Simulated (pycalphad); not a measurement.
**Effect of Al content in Mg-Al-Si**

Computed with pycalphad from the COST 507 light-alloy database (1999), at 1 atm. These are 1990s assessments: newer ones move some temperatures and phases. Phase fractions are per mole of atoms.

```tsv
alloy	liquidus (K)	first solid	solidus (K)	phases at 650 K
Mg-0.08875Al-0.4734Si (wt.%)	919	HCP_A3	910	HCP_A3 0.99, MG2SI 0.01
Mg-0.1775Al-0.4734Si (wt.%)	919	HCP_A3	909	HCP_A3 0.99, MG2SI 0.01
Mg-0.366Al-0.4733Si (wt.%)	918	HCP_A3	906	HCP_A3 0.99, MG2SI 0.01
Mg-1.097Al-0.4729Si (wt.%)	914	HCP_A3	893	HCP_A3 0.99, MG2SI 0.01
```

Database names, with the compositions (at.%) that they take in these runs: MG2SI: Mg 67 Si 33. HCP_A3 is hcp.
